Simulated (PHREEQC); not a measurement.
AlCl3 is added in steps, without added water, to 1 kg of water holding 0.13 mol HCl, 0.00011 mol CuSO4 and 0.00099 mol Na2SO4, at 25 °C. O2 is buffered at 0.21 atm. CO2 is held at log p = -1 (atm). Only these solids could form: Gibbsite, Cu(OH)2, Malachite, Brochantite, Antlerite, Atacamite, Basaluminite, Halite, Mirabilite, Chalcanthite, Nahcolite, Natron.

Base run: PHREEQC, ion-association model, wateq4f.dat. Each further column changes one thing. The table gives AlSO4+ (mol/kgw).

```tsv
AlCl3 added (mol)	base	HCl from 0.13 to 1.3 mol/kgw	Na2SO4 from 0.00099 to 0.000495 mol/kgw	CuSO4 from 0.00011 to 0.0011 mol/kgw	no solid may form
0	0	0	0	0	0
0.0585	0.000612	0.000110	0.000337	0.00116	0.000612
0.117	0.000731	0.000192	0.000402	?	0.000731
0.1755	0.000792	0.000256	0.000436	?	0.000792
0.2145	0.000821	0.000292	0.000452	?	0.000821
0.273	0.000852	0.000340	?	0.00162	0.000852
0.3315	0.000876	?	0.000482	0.00166	0.000876
0.39	0.000894	0.000416	0.000492	0.00170	0.000894
```

**Question.** Some entries are withheld; supply them.

**Answer.** 
- 0.117, CuSO4 from 0.00011 to 0.0011 mol/kgw: 0.00138
- 0.1755, CuSO4 from 0.00011 to 0.0011 mol/kgw: 0.00150
- 0.2145, CuSO4 from 0.00011 to 0.0011 mol/kgw: 0.00156
- 0.273, Na2SO4 from 0.00099 to 0.000495 mol/kgw: 0.000469
- 0.3315, HCl from 0.13 to 1.3 mol/kgw: 0.000380

The ionic strength passes 0.7 mol/kgw, the rough limit of the ion-association models, in part of: base; HCl from 0.13 to 1.3 mol/kgw; Na2SO4 from 0.00099 to 0.000495 mol/kgw; CuSO4 from 0.00011 to 0.0011 mol/kgw; no solid may form.
